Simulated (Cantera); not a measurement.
Charge: 1 mol Fe(CO)5, 0.64 mol O2, 0.16 mol N2, at 1102 °C and 0.000100 bar.

Equilibrium computed with Cantera from the NASA thermochemical tables; the gas is ideal and each condensed phase is pure. Candidate condensed phases: C, Fe, Fe(CO)5, FeO, Fe2O3, Fe3O4; 27 gas species. Mutual solubility and eutectic melting of coexisting phases are not modelled. The tables' stoichiometric FeO is somewhat more stable than real wüstite, so its field is too wide. FeO: taken at fixed stoichiometry. The numbers say what is thermodynamically allowed, not how fast it happens.

Base state: CO 0.824, CO2 0.145, N2 0.0310, Fe 8.21e-5 (mole fractions); condensed: Fe(γ) + FeO(s).

**Question.** What changes in the equilibrium state with this change: O2 from 0.64 to 0.22 mol?

**Answer.** 
```csv
species,before,after
CO,0.824,0.884
CO2,0.145,0.0853
N2,0.0310,0.0310
Fe,8.21e-5,8.21e-5
"Fe(γ), mol",0.467,1.000
"FeO(s), mol",0.532,0
```

**Question.** What changes in the equilibrium state with this change: Fe(CO)5 replaced by Hg?

**Answer.** 
```
species       before     after
-----------  -------  --------
Hg                 0     0.556
O2             <1e-9     0.355
N2            0.0310    0.0888
CO             0.824         0
CO2            0.145         0
Fe           8.21e-5         0
NO           3.02e-9  0.000274
O              <1e-9   3.79e-5
Fe(γ), mol     0.467         0
FeO(s), mol    0.532         0
```
Further candidate phases: Hg, HgO.
